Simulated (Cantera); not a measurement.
## Ignition delay

Mixture: 18.8 % CH3OH, 17.6 % O2, 61.6 % N2, 2.06 % H2O, at 56000 Pa, adiabatic and at constant pressure. Ignition delay is the time to a rise of 400 K.

Computed with Cantera and GRI-Mech 3.0 (53 species, 325 reactions). GRI-Mech 3.0 was tuned for natural gas; its chemistry of methanol as a main component is partial and can be far from experiment.

```
T0 (K)  delay (ms)
------  ----------
1223          9.27
1323          2.18
1423         0.657
1523         0.243
1623         0.106
1723        0.0526
1823        0.0289
1923        0.0173
2023        0.0112
2123       0.00780
```

| Property | Value |
|---|---|
| apparent activation energy between 1923 and 2123 K | 140 kJ/mol |
